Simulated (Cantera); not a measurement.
Charge: 1 mol Cu₂O, 4.9 mol H₂, held at 1600 °C and 3.70 mbar.

Equilibrium computed with Cantera from the NASA thermochemical tables; the gas is ideal and each condensed phase is pure. Candidate condensed phases: Cu, CuO, Cu(OH)₂, Cu₂O, H₂O; 12 gas species. Rates play no part.

Base state: H₂ 0.559, Cu 0.288, H₂O 0.144, H 0.00794, Cu₂ 0.000652, OH 0.000159 (mole fractions); condensed: gas only.

### Question
What changes in the equilibrium state with this change: Cu₂O replaced by NiS?

### Answer
```csv
species,before,after
H₂,0.559,0.871
S₂,0,0.0737
SH,0,0.0134
Cu,0.288,0
H₂O,0.144,0
H₂S,0,0.0123
Ni,0,0.0101
S,0,0.00584
NiS,0,0.00371
Cu₂,0.000652,0
"Ni(l), mol",0,0.924
```
Further candidate phases: Ni, NiS, NiS₂, Ni₃S₂, Ni₃S₄, S.

### Question
What changes in the equilibrium state with this change: temperature from 1600 °C to 1300 °C?

### Answer
```json
[
 {"species": "H₂", "before": "0.559", "after": "0.790"},
 {"species": "H₂O", "before": "0.144", "after": "0.203"},
 {"species": "Cu", "before": "0.288", "after": "0.00717"},
 {"species": "Cu₂", "before": "0.000652", "after": "4.40e-6"},
 {"species": "OH", "before": "0.000159", "after": "5.50e-6"},
 {"species": "Cu(l), mol", "before": "0", "after": "1.96"}
]
```
